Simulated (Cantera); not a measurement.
Charge: 1 mol TiO2, 4.3 mol CH4, 0.9 mol H2, equilibrated at 2123 K and 0.338 Torr.

Equilibrium computed with Cantera from the NASA thermochemical tables; the gas is ideal and each condensed phase is pure. Candidate condensed phases: C, C6H6, C7H8, C8H18, H2O, Ti, TiC, TiO, TiO2, Ti2O3, Ti3O5, Ti4O7; 113 gas species. TiC: taken at fixed stoichiometry. Kinetics and transport are ignored.

Base state: H2 0.696, CO 0.162, H 0.141, C2H2 (acetylene) 0.00115, Ti 1.59e-5 (mole fractions); condensed: C(graphite) + TiC(s).

Task: What changes in the equilibrium state with this change: pressure from 0.338 Torr to 1200 Torr?

Result: 
```tsv
species	before	after
H2	0.696	0.822
CO	0.162	0.174
H	0.141	0.00257
Ti	1.59e-5	4.48e-9
CH4	6.81e-8	0.000338
H2O	3.75e-9	1.69e-5
C(graphite), mol	1.27	1.26
TiC(s), mol	1.000	1.00
```

Task: What changes in the equilibrium state with this change: temperature from 2123 K to 1798 K?

Result: 
| species | before | after |
|---|---|---|
| H2 | 0.696 | 0.812 |
| CO | 0.162 | 0.173 |
| H | 0.141 | 0.0150 |
| Ti | 1.59e-5 | 2.18e-8 |
| C2H2 (acetylene) | 0.00115 | 0.000140 |
| C(graphite), mol | 1.27 | 1.30 |
| TiC(s), mol | 1.000 | 1.00 |

Task: What changes in the equilibrium state with this change: temperature from 2123 K to 1448.15 K?

Result: 
```csv
species,before,after
H2,0.696,0.826
CO,0.162,0.174
H,0.141,0.000396
Ti,1.59e-5,<1e-9
C2H2 (acetylene),0.00115,3.93e-6
"C(graphite), mol",1.27,1.30
"TiC(s), mol",1.000,1.00
```
